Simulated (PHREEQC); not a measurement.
Make-up at 70 °C: 0.061 mol/kgw TMAH, 8e-06 mol/kgw CO2 and 0.11 mol/kgw K3PO4. Closed to the air; pH follows from the charge balance.

Model: ion-association model, phreeqc.dat, run in PHREEQC.

```json
{
  "pH": "11.48",
  "ionic_strength": "0.675 mol/kgw",
  "activity_of_water": "0.990",
  "total_alkalinity": "281 meq/kg"
}
```

| species | molality | activity | log γ |
|---|---|---|---|
| K+ | 0.328 | 0.196 | -0.223 |
| PO4-3 | 0.0887 | 0.000973 | -1.960 |
| OH- | 0.0823 | 0.0481 | -0.233 |
| (CH3)4N+ | 0.0610 | 0.0369 | -0.218 |
| HPO4-2 | 0.0193 | 0.00329 | -0.770 |
| KHPO4- | 0.00192 | 0.00126 | -0.184 |
| CO3-2 | 7.90e-6 | 1.45e-6 | -0.736 |
| H2PO4- | 2.16e-7 | 1.41e-7 | -0.184 |
| HCO3- | 9.90e-8 | 6.48e-8 | -0.184 |

Precipitation was switched off in this run. (CH3)4N+ isn't in the database: it is added as a free cation with an ion size of 4 Å. At this temperature some constants are extrapolated from 25 °C, and those without enthalpy data are left unchanged.
